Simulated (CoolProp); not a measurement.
Vapour-liquid equilibrium of n-hexane (1) + ethylbenzene (2) at 333.5 K; x and y are mole fractions of (1).

Model: multi-fluid Helmholtz-energy mixture model, Thol 2019 and Zhou 2012; pair parameters Bell 2016, in CoolProp.

```tsv
x	bubble pressure (kPa)	y at the bubble point	dew pressure at overall composition x (kPa)	liquid density (mol/L)
0.05	12.57	0.429	7.885	7.803
0.15	21.62	0.698	8.746	7.747
0.25	29.54	0.801	9.818	7.690
0.35	36.65	0.856	11.19	7.631
0.45	43.18	0.893	13.00	7.571
0.55	49.36	0.920	15.50	7.510
0.65	55.37	0.941	19.17	7.447
0.75	61.38	0.960	25.04	7.382
0.85	67.52	0.976	35.69	7.316
0.95	73.95	0.992	58.11	7.248
```

No azeotrope shows between x = 0.05 and 0.95.

Pair parameters are fitted to limited data, so mixtures are less certain than the pure fluids.
